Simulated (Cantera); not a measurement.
An isothermal, constant-pressure homogeneous reactor starts with CO : O2 : H2O : N2 = 0.0037 : 0.037 : 0.00011 : 1 (molar parts), equivalence ratio 0.050, at 1348 K and 0.110 bar. Integrator tolerance rtol = 1e-08.

Model: GRI-Mech 3.0 (53 species, 325 reactions), integrated in Cantera.

What does this change do: temperature 1348 to 1050 K?


| quantity | before | after |
|---|---|---|
| x(CO) at 9.00 s | 2.77e-7 (gas-phase equilibrium 2.27e-8) | 2.26e-5 (gas-phase equilibrium 1.80e-11) |
| x(O2) at 9.00 s | 0.0338 (gas-phase equilibrium 0.0337) | 0.0338 (gas-phase equilibrium 0.0338) |
| x(H2O) at 9.00 s | 0.000105 (gas-phase equilibrium 0.000106) | 0.000105 (gas-phase equilibrium 0.000106) |
| x(NO) at 9.00 s | 1.89e-6 (gas-phase equilibrium 0.000238) | 6.03e-8 (gas-phase equilibrium 2.36e-5) |
| x(N2O) at 9.00 s | 6.51e-8 (gas-phase equilibrium 5.66e-9) | 2.00e-7 (gas-phase equilibrium 6.76e-10) |
| x(H2O2) at 9.00 s | 4.10e-12 (gas-phase equilibrium <1e-12) | 1.88e-10 (gas-phase equilibrium <1e-12) |

What does this change do: N2 1 to 0.11 parts?


```csv
quantity,before,after
x(CO) at 9.00 s,2.77e-7 (gas-phase equilibrium 2.27e-8),8.34e-8 (gas-phase equilibrium 6.00e-8)
x(O2) at 9.00 s,0.0338 (gas-phase equilibrium 0.0337),0.236 (gas-phase equilibrium 0.236)
x(H2O) at 9.00 s,0.000105 (gas-phase equilibrium 0.000106),0.000737 (gas-phase equilibrium 0.000737)
x(NO) at 9.00 s,1.89e-6 (gas-phase equilibrium 0.000238),2.58e-6 (gas-phase equilibrium 0.000552)
x(N2O) at 9.00 s,6.51e-8 (gas-phase equilibrium 5.66e-9),2.35e-8 (gas-phase equilibrium 1.15e-8)
x(H2O2) at 9.00 s,4.10e-12 (gas-phase equilibrium <1e-12),1.17e-11 (gas-phase equilibrium 9.28e-12)
```
